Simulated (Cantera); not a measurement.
CO2 + O2 + H2 (abatement and gas-phase synthesis)

Charge: 1 mol CO2, 0.44 mol O2, a varied amount of H2, equilibrated at 2950 K and 280 bar.

Cantera equilibrium calculation (NASA polynomials, part measured and part estimated; ideal gas, pure solids and liquids). Candidate condensed phases: C, C6H6, C7H8, C8H18, H2O; 110 gas species. The ideal-gas law is rough above about 30 bar. The tables' values for COOH are old estimates; treat these amounts as uncertain. Rates play no part.

From 0.32 mol H2 to 9.8 mol H2 nothing is condensed. The main C-bearing gas is CO2 at 0.32 mol H2 and CO at 9.8 mol H2.

```csv
n(H2) (mol),x H2,x CO2,x H2O,x CO,x O2,x OH,x H
0.32,0.00100,0.591,0.188,0.0230,0.179,0.0153,0.000255
0.57,0.00225,0.539,0.313,0.0284,0.0981,0.0170,0.000383
1,0.0112,0.420,0.475,0.0722,0.00918,0.0116,0.000853
1.8,0.112,0.139,0.525,0.217,0.000112,0.00405,0.00270
3.2,0.345,0.0333,0.411,0.204,7.23e-6,0.00180,0.00474
5.6,0.568,0.00934,0.274,0.142,1.18e-6,0.000935,0.00609
9.8,0.730,0.00285,0.170,0.0894,2.76e-7,0.000513,0.00690
```
x: gas mole fraction; nothing condenses.
